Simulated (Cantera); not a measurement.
# B2H6 + NH3 + H2 + H2O (boron, boron nitride and boron oxide)

A closed system holds: 1 mol B2H6, 7 mol NH3, 110 mol H2, 1.8 mol H2O, equilibrated at 1698 K.

These are equilibrium values from Cantera (NASA tables, ideal gas, pure condensed phases), not measurements of a reactor. Candidate condensed phases: B, BN, B2O3, B3O3H3, H2O; 39 gas species. The feed counts by its element totals alone. The tables' values for BH2 are old estimates; treat these amounts as uncertain. Gases not in the tables: H3BO3. Equilibrium is a limit: real reactors are often held back by kinetics, nucleation or transport.

```
P (Pa)  log p H2  log p N2  log p H  log p HBO  log p HBO2  log p BO  log p H2O  n BN(s)
------  --------  --------  -------  ---------  ----------  --------  ---------  -------
10         -4.02     -5.58    -5.85      -6.01       -9.48     -6.53     -10.29    0.196
63         -3.22     -4.78    -5.45      -5.15       -7.77     -6.08      -8.63    0.204
400        -2.42     -3.98    -5.05      -4.34       -6.15     -5.67      -7.01    0.236
2500       -1.62     -3.19    -4.65      -3.60       -4.68     -5.33      -5.49    0.367
16000      -0.81     -2.40    -4.25      -2.98       -3.44     -5.11      -4.06    0.641
100000     -0.01     -1.63    -3.85      -2.47       -2.44     -5.00      -2.77    0.950
```
log p: log10 of the partial pressure in bar; n: condensed amount in mol.

From 10.0 Pa to 100000 Pa the condensed part is BN(s). The share of B in condensed phases is highest at 100000 Pa (47.5 %) and lowest at 10.0 Pa (9.8 %).
